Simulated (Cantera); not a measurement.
An isothermal, constant-pressure homogeneous reactor starts with H2 : O2 : N2 = 1.4 : 1 : 2.2 (molar parts), equivalence ratio 0.70, at 825 K and 0.276 atm. Integrator tolerance rtol = 1e-08.

Model: the H2/O2 subset of GRI-Mech 3.0, which has no nitrogen chemistry, integrated in Cantera. Below about 950 K walls govern HO2 and H2O2 in real vessels. The temperature is held fixed by assumption; the heat of reaction is taken as removed at once.

**Question.** What does this change do: O2 1 to 0.57 parts?

**Answer.** 
```json
[
 {"quantity": "x(H2) at 20.0 s", "before": "0.262 (gas-phase equilibrium <1e-12)", "after": "0.303 (gas-phase equilibrium 0.0722)"},
 {"quantity": "x(O2) at 20.0 s", "before": "0.197 (gas-phase equilibrium 0.0769)", "after": "0.119 (gas-phase equilibrium <1e-12)"},
 {"quantity": "x(H) at 20.0 s", "before": "5.29e-8 (gas-phase equilibrium <1e-12)", "after": "6.58e-8 (gas-phase equilibrium 4.06e-12)"},
 {"quantity": "x(H2O2) at 20.0 s", "before": "0.00105 (gas-phase equilibrium 9.90e-12)", "after": "0.000648 (gas-phase equilibrium <1e-12)"},
 {"quantity": "x(H2O) at 20.0 s", "before": "0.0490 (gas-phase equilibrium 0.359)", "after": "0.0386 (gas-phase equilibrium 0.317)"}
]
```

**Question.** What does this change do: temperature 825 to 1198 K?

**Answer.** 
| quantity | before | after |
|---|---|---|
| x(H2) at 20.0 s | 0.262 (gas-phase equilibrium <1e-12) | 3.00e-8 (gas-phase equilibrium 3.00e-8) |
| x(O2) at 20.0 s | 0.197 (gas-phase equilibrium 0.0769) | 0.0769 (gas-phase equilibrium 0.0769) |
| x(H) at 20.0 s | 5.29e-8 (gas-phase equilibrium <1e-12) | 6.26e-11 (gas-phase equilibrium 6.26e-11) |
| x(H2O2) at 20.0 s | 0.00105 (gas-phase equilibrium 9.90e-12) | 1.24e-9 (gas-phase equilibrium 1.24e-9) |
| x(H2O) at 20.0 s | 0.0490 (gas-phase equilibrium 0.359) | 0.359 (gas-phase equilibrium 0.359) |

**Question.** What does this change do: temperature 825 to 900 K?

**Answer.** 
| quantity | before | after |
|---|---|---|
| x(H2) at 20.0 s | 0.262 (gas-phase equilibrium <1e-12) | 0.000300 (gas-phase equilibrium 7.88e-12) |
| x(O2) at 20.0 s | 0.197 (gas-phase equilibrium 0.0769) | 0.0771 (gas-phase equilibrium 0.0769) |
| x(H) at 20.0 s | 5.29e-8 (gas-phase equilibrium <1e-12) | 1.20e-9 (gas-phase equilibrium <1e-12) |
| x(H2O2) at 20.0 s | 0.00105 (gas-phase equilibrium 9.90e-12) | 1.88e-6 (gas-phase equilibrium 3.59e-11) |
| x(H2O) at 20.0 s | 0.0490 (gas-phase equilibrium 0.359) | 0.359 (gas-phase equilibrium 0.359) |
